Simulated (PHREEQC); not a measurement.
Dissolve 0.0052 mol/kgw NiSO4 and 0.036 mol/kgw H2SO4 at 77 °C. Closed to the air; pH follows from the charge balance.

Computed with PHREEQC (ion-association model, wateq4f.dat).

Each row changes one thing in this solution. No solid was allowed to form.

```
case                                    pH  ionic strength (mol/kgw)  HSO4- (mol/kgw)  SO4-2 (mol/kgw)
------------------------------------  ----  ------------------------  ---------------  ---------------
as made                               1.50                    0.0557           0.0343          0.00577
temperature from 77 to 70 °C          1.49                    0.0573           0.0334          0.00663
NiSO4 left out                        1.47                    0.0452           0.0314          0.00461
diluted 100-fold with water           3.20                   0.00114          6.87e-5         0.000340
temperature from 77 to 40 °C          1.44                    0.0654           0.0287           0.0110
NiSO4 from 0.0052 to 0.00104 mol/kgw  1.47                    0.0473           0.0320          0.00483
H2SO4 from 0.036 to 0.0396 mol/kgw    1.46                    0.0596           0.0378          0.00590
H2SO4 left out                        5.70                    0.0152          1.85e-6          0.00381
temperature from 77 to 25 °C          1.42                    0.0700           0.0262           0.0134
```

Species that the database lacks are ignored. Away from 25 °C the constants follow the database's enthalpies or fits; those with neither stay at their 25 °C values.
